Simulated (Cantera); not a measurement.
An isothermal, constant-pressure homogeneous reactor starts with 2.71 % CH₃OH, 0.571 % O₂, 96.7 % N₂, equivalence ratio 7.1, at 900 K and 160000 Pa.

Model: GRI-Mech 3.0 (53 species, 325 reactions), integrated in Cantera. GRI-Mech 3.0 was tuned for natural gas; its chemistry of methanol as a main component is partial and can be far from experiment. Below about 1000 K GRI-Mech 3.0 lacks low-temperature oxidation paths.

Task: Predict: x(CH₃OH) at 40.0 s; x(CH₂O) at 40.0 s; x(CO₂) at 40.0 s.

Result: 
| Item | Value |
|---|---|
| x(CH₃OH) at 40.0 s | 8.61e-5 (gas-phase equilibrium 1.15e-11) |
| x(CH₂O) at 40.0 s | 4.94e-5 (gas-phase equilibrium 8.27e-10) |
| x(CO₂) at 40.0 s | 0.000201 (gas-phase equilibrium 0.00575) |
